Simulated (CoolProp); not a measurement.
1000 sccm (0 °C, 1 atm) of nitrogen bubbles through liquid dodecamethylcyclohexasiloxane (D6) at 366.9 K and leaves saturated at a total pressure of 0.00489 MPa (ideal gas phase). Each further row changes one setting.

Values from CoolProp's reference Helmholtz-energy equation of state, Colonna 2008. It is a short technical equation, of lower accuracy than the large ones.

```json
[
 {"case": "as stated", "vapour pressure (kPa)": "0.497", "mole fraction of vapour": "___", "delivery (mg/min)": "2240", "delivery (sccm)": "___", "change of delivery for a bath 1 K warmer (%)": "6.4"},
 {"case": "bath temperature 371.9 K", "vapour pressure (kPa)": "0.652", "mole fraction of vapour": "___", "delivery (mg/min)": "___", "delivery (sccm)": "154", "change of delivery for a bath 1 K warmer (%)": "6.4"},
 {"case": "total pressure 0.00978 MPa", "vapour pressure (kPa)": "0.497", "mole fraction of vapour": "___", "delivery (mg/min)": "___", "delivery (sccm)": "___", "change of delivery for a bath 1 K warmer (%)": "___"}
]
```

Task: Complete the blanks.

Result: 
- as stated, mole fraction of vapour: 0.102
- as stated, delivery (sccm): 113
- bath temperature 371.9 K, mole fraction of vapour: 0.133
- bath temperature 371.9 K, delivery (mg/min): 3050
- total pressure 0.00978 MPa, mole fraction of vapour: 0.0508
- total pressure 0.00978 MPa, delivery (mg/min): 1060
- total pressure 0.00978 MPa, delivery (sccm): 53.5
- total pressure 0.00978 MPa, change of delivery for a bath 1 K warmer (%): 6.0
